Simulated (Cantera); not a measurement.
Feed: 1 mol Fe3O4, 0.77 mol CO, 1 mol H2, 3.5 mol CH4, held at 100 Torr.

Method: chemical equilibrium by Gibbs-energy minimisation in Cantera with the NASA 1993 tables (ideal gas, pure condensed phases). Candidate condensed phases: C, C6H6, C7H8, C8H18, Fe, Fe(CO)5, FeO, Fe(OH)2, Fe(OH)3, Fe2O3, Fe3O4, H2O; 114 gas species. Equilibrium is a limit: real reactors are often held back by kinetics, nucleation or transport.

Q: Which condensed phases are stable at each of these points (T (K)): 1375, 1425, 1475, 1525, 1575, 1625, 1675, 1725, 1775?

A: 
```tsv
T (K)	condensed phases	Fe condensed (%)
1375	Fe(γ)	100.0
1425	Fe(γ)	100.0
1475	Fe(γ)	100.0
1525	Fe(γ)	100.0
1575	Fe(γ)	100.0
1625	Fe(γ)	100.0
1675	Fe(δ)	100.0
1725	Fe(δ)	100.0
1775	Fe(δ)	99.9
```

From 1375 K to 1625 K the condensed part is Fe(γ). From 1675 K to 1775 K the condensed part is Fe(δ).
